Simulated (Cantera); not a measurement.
# Carbothermic reduction: MgO + CO + H2

A closed system holds: 1 mol MgO, 1 mol CO, 0.46 mol H2, at 1750 K and 1200 Pa.

Method: chemical equilibrium by Gibbs-energy minimisation in Cantera with the NASA 1993 tables (ideal gas, pure condensed phases). Candidate condensed phases: C, C6H6, C7H8, C8H18, H2O, Mg, MgCO3, MgO, Mg(OH)2; 116 gas species. Rates play no part.

| Property | Result |
|---|---|
| x(CO) | 0.681 |
| x(H2) | 0.311 |
| x(Mg) | 0.00323 |
| x(H2O) | 0.00202 |
| x(CO2) | 0.00122 |
| x(H) | 0.00118 |
| x(MgH) | 2.57e-6 |
| x(MgOH) | 1.38e-6 |
| n(MgO(s)) | 0.995 mol |
| gas amount | 1.466 mol |
| log10 activity of C(graphite) (absent) | -3.33 |
| log10 activity of Mg(l) (absent) | -5.47 |
